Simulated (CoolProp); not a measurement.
Properties of R1234yf along the isobar 0.667 bar (Tc = 94.7 °C, pc = 33.84 bar, ω = 0.276).

Model: reference Helmholtz-energy equation of state, Lemmon 2022, in CoolProp.

```
T (°C)   phase  density (kg/m³)  cp (kJ/(kg K))  isothermal compressibility (1/MPa)  expansivity (1/kK)  conductivity (mW/(m K))
------  ------  ---------------  --------------  ----------------------------------  ------------------  -----------------------
-45.85  liquid             1308           1.183                            0.001932               2.045                     87.5
-32.75     gas            3.928          0.7966                               15.49               4.650                     9.03
-19.75     gas            3.705          0.8195                               15.40               4.322                     10.1
-6.65      gas            3.508          0.8430                               15.33               4.045                     11.2
6.35       gas            3.333          0.8663                               15.27               3.810                     12.3
19.45      gas            3.176          0.8899                               15.23               3.604                     13.4
32.45      gas            3.034          0.9133                               15.20               3.424                     14.5
45.55      gas            2.904          0.9365                               15.17               3.263                     15.6
58.55      gas            2.786          0.9593                               15.14               3.119                     16.7
71.65      gas            2.677          0.9818                               15.13               2.988                     17.8
84.65      gas            2.577           1.004                               15.11               2.870                     18.9
97.75      gas            2.483           1.025                               15.10               2.760                     20.0
110.75     gas            2.397           1.046                               15.08               2.660                     21.1
123.85     gas            2.317           1.066                               15.07               2.567                     22.2
136.85     gas            2.242           1.086                               15.06               2.481                     23.3
```

Thermal conductivity comes from a separate model (Perkins 2011).
